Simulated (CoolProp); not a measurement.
Vapour-liquid equilibrium of propane (1) + isobutane (2) at 303.1 K; x and y are mole fractions of (1).

Model: multi-fluid Helmholtz-energy mixture model, Lemmon 2009 and Bücker 2006; pair parameters Kunz 2012, in CoolProp.

Q: Give the bubble pressure and the first vapour's composition at x = 0.05, 0.45, 0.75. Is there an azeotrope?

A: x = 0.05: 0.4351 MPa, y = 0.109; x = 0.45: 0.6848 MPa, y = 0.646; x = 0.75: 0.8899 MPa, y = 0.869. No azeotrope shows between x = 0.05 and 0.95.

Pair parameters are fitted to limited data, so mixtures are less certain than the pure fluids.
